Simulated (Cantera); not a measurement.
A closed system holds: 1 mol PbCl2, 0.017 mol HCl, 67 mol N2, at 500 °C and 0.165 Torr.

Method: chemical equilibrium by Gibbs-energy minimisation in Cantera with the NASA 1993 tables (ideal gas, pure condensed phases). Candidate condensed phases: NH4Cl, Pb, PbCl2; 17 gas species. The tables' values for PbCl4 are old estimates; treat these amounts as uncertain. The numbers say what is thermodynamically allowed, not how fast it happens.

Base state: N2 0.985, PbCl2 0.0115, PbCl 0.00207, PbCl4 0.00111, HCl 0.000247, Pb 7.10e-5 (mole fractions); condensed: gas only.

Q: What changes in the equilibrium state with this change: temperature from 500 °C to 1200 °C?

A: 
```
species   before    after
-------  -------  -------
N2         0.985    0.973
Cl         <1e-9   0.0122
PbCl     0.00207  0.00835
PbCl2     0.0115  0.00422
Cl2        <1e-9  1.38e-5
PbCl4    0.00111  5.48e-6
```
